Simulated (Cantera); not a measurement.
What does this Cantera script print?

```python
import numpy as np
import cantera as ct

gas = ct.Solution("gri30.yaml")
gas.TPX = 950, 15000, {'H2': 1.7, 'O2': 0.76, 'N2': 16}
inlet = ct.Reservoir(gas, clone=True)

reactor = ct.IdealGasConstPressureReactor(gas, energy="off", clone=False)
exhaust = ct.Reservoir(gas, clone=True)
tau = [0.45, 0.24, 0.13, 0.07, 0.038, 0.02, 0.011, 0.0059, 0.0032, 0.0017][0]
for a, b in ((inlet, reactor), (reactor, exhaust)):
    ct.MassFlowController(a, b, mdot=lambda t: reactor.mass / tau)
net = ct.ReactorNet([reactor])
show = ['H2', 'O2', 'O', 'H2O', 'OH', 'NO']

rows = []
print(f"{'tau/s':>10s}{'T/K':>9s}" + "".join(f"{s:>11s}" for s in show))
for tau in [0.45, 0.24, 0.13, 0.07, 0.038, 0.02, 0.011, 0.0059, 0.0032, 0.0017]:
    net.initial_time = 0.0
    net.advance(30 * tau)
    before = gas.X
    net.advance(40 * tau)
    drift = np.max(np.abs(gas.X - before) / (gas.X + 1e-9))
    rows.append([gas.T, *gas[show].X, drift])
    print(f"{tau:10.3e}{gas.T:9.1f}" + "".join(f"{x:11.3e}" for x in gas[show].X))
```

Output:

```
     tau/s      T/K         H2         O2          O        H2O         OH         NO
 4.500e-01    950.0  1.033e-02  6.146e-04  2.800e-05  8.443e-02  3.496e-05  4.916e-07
 2.400e-01    950.0  1.066e-02  9.340e-04  4.899e-05  8.370e-02  4.821e-05  5.957e-07
 1.300e-01    950.0  1.126e-02  1.417e-03  8.172e-05  8.260e-02  6.542e-05  6.863e-07
 7.000e-02    950.0  1.230e-02  2.155e-03  1.315e-04  8.095e-02  8.799e-05  7.526e-07
 3.800e-02    950.0  1.392e-02  3.222e-03  2.016e-04  7.856e-02  1.164e-04  7.842e-07
 2.000e-02    950.0  1.645e-02  4.816e-03  3.019e-04  7.503e-02  1.536e-04  7.773e-07
 1.100e-02    950.0  1.979e-02  6.854e-03  4.223e-04  7.053e-02  1.956e-04  7.333e-07
 5.900e-03    950.0  2.459e-02  9.680e-03  5.734e-04  6.433e-02  2.456e-04  6.486e-07
 3.200e-03    950.0  3.100e-02  1.330e-02  7.352e-04  5.646e-02  2.962e-04  5.273e-07
 1.700e-03    950.0  4.002e-02  1.811e-02  8.800e-04  4.617e-02  3.377e-04  3.682e-07
```

Cantera simulation using GRI-Mech 3.0 (53 species, 325 reactions); the numbers are that mechanism's predictions, not measurements. The temperature is held fixed by assumption; the heat of reaction is taken as removed at once.
